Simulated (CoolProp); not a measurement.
The fluoroketone C6F12O (FK-5-1-12) at 458.46 K and 3.19 MPa is throttled through a valve to 2.02 MPa with no heat exchange. Each further row changes one setting.

Computed with CoolProp (reference Helmholtz-energy equation of state, McLinden 2015).

```json
[
 {"case": "as stated", "temperature change (K)": "-11.9", "final phase": "supercritical", "final density (kg/m³)": "(withheld)"},
 {"case": "outlet pressure 0.606 MPa", "temperature change (K)": "(withheld)", "final phase": "(withheld)", "final density (kg/m³)": "66.3"},
 {"case": "outlet pressure 2.63 MPa", "temperature change (K)": "(withheld)", "final phase": "supercritical", "final density (kg/m³)": "(withheld)"}
]
```

Q: What belongs in the gaps?

A: 
- as stated, final density (kg/m³): 537
- outlet pressure 0.606 MPa, temperature change (K): -43.9
- outlet pressure 0.606 MPa, final phase: gas
- outlet pressure 2.63 MPa, temperature change (K): -2.9
- outlet pressure 2.63 MPa, final density (kg/m³): 786
